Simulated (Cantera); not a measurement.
Cantera run, input and output.

```python
import numpy as np
import cantera as ct

gas = ct.Solution("gri30.yaml")
gas.TPX = 1573, 500000, {'CH4': 1, 'H2': 0.27, 'O2': 3.88, 'N2': 24.5}
reactor = ct.IdealGasReactor(gas, energy="on", clone=False)
net = ct.ReactorNet([reactor])
net.rtol, net.atol = 1e-08, 1e-16
show = ['CH4', 'H2', 'O2', 'CH2O', 'NO']
times = np.geomspace(6e-06, 0.2, 11)

steps = ct.SolutionArray(gas, extra=["t"])
rows = []
print(f"{'t/s':>10s}{'T/K':>9s}{'P/Pa':>11s}" + "".join(f"{s:>11s}" for s in show))
for t in times:
    while net.time < t:
        t_next = net.step()
        steps.append(gas.state, t=t_next)
    rows.append([np.interp(t, steps.t, y) for y in (steps.T, steps.P, *steps(*show).X.T)])
    print(f"{t:10.3e}{rows[-1][0]:9.1f}{rows[-1][1]:11.4g}" + "".join(f"{x:11.3e}" for x in rows[-1][2:]))
rate = np.gradient(steps.T, steps.t)
print("integrator steps:", len(steps.t))
if steps.T.max() > steps.T[0] + 200:
    print(f"time of steepest temperature rise: {steps.t[rate.argmax()]:.4e} s")
gas.TPX = 1573, 500000, {'CH4': 1, 'H2': 0.27, 'O2': 3.88, 'N2': 24.5}
gas.equilibrate("UV")
print(f"equilibrium (UV): T = {gas.T:.1f} K  " + "  ".join(f"{s} {gas[s].X[0]:.3e}" for s in show))
```

It prints:

```
       t/s      T/K       P/Pa        CH4         H2         O2       CH2O         NO
 6.000e-06   1573.0      5e+05  3.372e-02  9.105e-03  1.309e-01  5.242e-07  6.699e-14
 1.700e-05   1573.0      5e+05  3.367e-02  9.095e-03  1.308e-01  8.286e-06  6.606e-13
 4.816e-05   1580.1  5.022e+05  3.233e-02  8.933e-03  1.300e-01  3.132e-04  3.687e-11
 1.365e-04   2496.8  7.929e+05  1.398e-18  6.976e-04  5.816e-02  4.296e-12  1.887e-04
 3.866e-04   2499.6  7.936e+05  1.015e-18  6.461e-04  5.782e-02  3.592e-12  7.941e-04
 1.095e-03   2495.9  7.923e+05  9.828e-19  6.396e-04  5.706e-02  3.509e-12  2.344e-03
 3.104e-03   2488.0  7.898e+05  9.168e-19  6.261e-04  5.547e-02  3.339e-12  5.618e-03
 8.794e-03   2478.1  7.865e+05  8.382e-19  6.097e-04  5.348e-02  3.138e-12  9.697e-03
 2.491e-02   2474.4  7.853e+05  8.098e-19  6.036e-04  5.273e-02  3.066e-12  1.123e-02
 7.059e-02   2474.3  7.852e+05  8.089e-19  6.034e-04  5.271e-02  3.063e-12  1.128e-02
 2.000e-01   2474.3  7.852e+05  8.089e-19  6.034e-04  5.271e-02  3.063e-12  1.128e-02
integrator steps: 1689
time of steepest temperature rise: 8.5905e-05 s
equilibrium (UV): T = 2474.3 K  CH4 1.188e-18  H2 6.034e-04  O2 5.271e-02  CH2O 3.063e-12  NO 1.128e-02
```

Detailed kinetics in Cantera: GRI-Mech 3.0 (53 species, 325 reactions).
